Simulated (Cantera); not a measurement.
Cantera with NASA thermochemical tables; ideal gases at 1 bar, condensed phases pure. Values are per mole of reaction as written; species without (g) are pure solids or liquids, kept so even where they would boil at 1 bar.

4 Cr2O3 + 2 N2O(g) → 7 O2(g) + 4 Cr2N, with ΔH° = 3874.9 kJ and ΔS° = 935.9 J/K at 300 K.

Q: How far is the shortcut ΔG° ≈ ΔH°(300 K) − T·ΔS°(300 K) from the full temperature-dependent value at 475, 575, 675, 775, 875, 975, 1075, 1175 K?

A: 
| T (K) | shortcut (kJ) | full (kJ) | difference (kJ) | difference in log10 K |
|---|---|---|---|---|
| 475 | 3430.3 | 3432.9 | -2.6 | 0.29 |
| 575 | 3336.7 | 3342.1 | -5.3 | 0.49 |
| 675 | 3243.1 | 3251.7 | -8.6 | 0.67 |
| 775 | 3149.5 | 3161.8 | -12.3 | 0.83 |
| 875 | 3055.9 | 3072.4 | -16.4 | 0.98 |
| 975 | 2962.3 | 2983.1 | -20.8 | 1.11 |
| 1075 | 2868.8 | 2894.0 | -25.3 | 1.23 |
| 1175 | 2775.2 | 2805.0 | -29.8 | 1.32 |
The shortcut ignores the heat-capacity change of the reaction.
